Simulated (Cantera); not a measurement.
A closed system holds: 1 mol SiH₂Cl₂, 0.019 mol Cl₂, 17 mol H₂, 4.2 mol HCl, equilibrated at 652 °C and 340 Pa.

These are equilibrium values from Cantera (NASA tables, ideal gas, pure condensed phases), not measurements of a reactor. Candidate condensed phases: Si; 19 gas species. The tables' values for SiCl₃ are old estimates; treat these amounts as uncertain. Kinetics and transport are ignored.

Base state: H₂ 0.853, HCl 0.102, SiCl₄ 0.0435, SiHCl₃ 0.00132, SiCl₃ 0.000150, SiCl₂ 2.05e-5 (mole fractions); condensed: gas only.

**Question.** What changes in the equilibrium state with this change: SiH₂Cl₂ replaced by SiH₄?

**Answer.** 
```json
[
 {"species": "H₂", "before": "0.853", "after": "0.936"},
 {"species": "SiCl₄", "before": "0.0435", "after": "0.0371"},
 {"species": "HCl", "before": "0.102", "after": "0.0193"},
 {"species": "SiH₂Cl₂", "before": "3.92e-6", "after": "0.000113"},
 {"species": "SiCl₂", "before": "2.05e-5", "after": "0.000541"}
]
```
